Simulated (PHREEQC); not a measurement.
Consider water at 30 °C with 2.8 mol LiBr and 3.9 mol LiCl per kg of water. Closed to the air; pH follows from the charge balance.

All values are PHREEQC results (Pitzer model, pitzer.dat), not measurements.

Q: The ionic strength comes out as 6.70 mol/kgw. What activity coefficients do Cl-, Li+, Br- get?

A: Cl- 0.64, Li+ 21, Br- 0.92. Single-ion values are on the MacInnes scale.

This is a speciation only: nothing precipitates in the calculation. Complexes and solids missing from the database can't appear.
